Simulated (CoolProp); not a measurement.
The numbers come from the reference Helmholtz-energy equation of state, Kamei 1995 in CoolProp.

Q: Give the vapour pressure (MPa), liquid density (kg/m³), vapour density (kg/m³), enthalpy of vaporisation (kJ/kg) of saturated R22 at 263.1, 271.2, 304 K.

A: 
```json
[
 {"T (K)": "263.1", "p (MPa)": "0.354", "liquid density (kg/m³)": "1310", "vapour density (kg/m³)": "15.3", "enthalpy of vaporisation (kJ/kg)": "213"},
 {"T (K)": "271.2", "p (MPa)": "0.467", "liquid density (kg/m³)": "1290", "vapour density (kg/m³)": "20.0", "enthalpy of vaporisation (kJ/kg)": "207"},
 {"T (K)": "304", "p (MPa)": "1.22", "liquid density (kg/m³)": "1170", "vapour density (kg/m³)": "51.9", "enthalpy of vaporisation (kJ/kg)": "177"}
]
```
